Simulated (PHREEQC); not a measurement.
0.017 g of hydrous ferric oxide (600 m²/g; 0.2 weak and 0.005 strong sites per Fe, Dzombak-Morel constants, diffuse double layer) in 1 kg of water with 0.005 mol/kgw of an inert sodium salt and 0.0045 mmol/kgw Na2SO4, at 25 °C; the pH is set by adding NaOH or the inert anion's acid. Oxygen is held at 0.21 atm. CO2 from the air is kept out. Precipitation was switched off in this run.

Base run: PHREEQC, ion-association model, wateq4f.dat. Each further column changes one thing. The table gives surface charge σ (C/m²).

| pH | base | background salt from 0.005 to 0.0005 mol/kgw | oxide from 0.017 to 0.085 g/kgw | 4.3e-05 mol/kgw NaH2PO4 added |
|---|---|---|---|---|
| 4 | 0.141 | 0.070 | 0.174 | 0.016 |
| 5 | 0.067 | 0.026 | 0.085 | 0.007 |
| 6 | 0.032 | 0.011 | 0.035 | 0.001 |
| 6.5 | 0.021 | 0.007 | 0.022 | -0.001 |
| 7.5 | 0.006 | 0.002 | 0.006 | -0.005 |
| 8.5 | -0.004 | -0.001 | -0.004 | -0.009 |
| 9.5 | -0.018 | -0.006 | -0.018 | -0.019 |
| 10 | -0.030 | -0.012 | -0.030 | -0.031 |
| 11 | -0.081 | -0.049 | -0.081 | -0.082 |
| 12 | -0.215 | -0.198 | -0.215 | -0.215 |

 H3PO4, which wateq4f.dat lacks, is added to it with the constant of phreeqc.dat.
